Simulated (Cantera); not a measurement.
**Transport properties of process gases**

Gas mixture: CO2 : N2O : N2 = 0.29 : 0.28 : 0.55 (molar parts), at 1500 Pa, frozen composition.

Cantera's kinetic-theory transport with the Lennard-Jones parameters of GRI-Mech 3.0, ideal gas; thermal conductivity in the multicomponent form.

```
T (K)  ρ (kg/m³)  cp (J/kg/K)  μ (µPa s)  λ (mW/m/K)     Pr  D (cm²/s) H2  D (cm²/s) C2H2  D (cm²/s) NO
-----  ---------  -----------  ---------  ----------  -----  ------------  --------------  ------------
400       0.0163        989.1       20.8        28.7  0.716          79.0            16.2          19.8
500       0.0130         1039       24.8        35.9  0.720           115            24.3          29.3
600       0.0109         1083       28.5        42.8  0.723           157            33.6          40.1
700      0.00932         1122       32.0        49.5  0.724           203            44.0          52.1
800      0.00815         1157       35.2        56.2  0.725           254            55.4          65.3
900      0.00725         1189       38.2        62.6  0.726           309            67.8          79.7
1000     0.00652         1216       41.1        68.9  0.726           368            81.2          95.1
```
D: mixture-averaged diffusion coefficient of that species in the mixture.
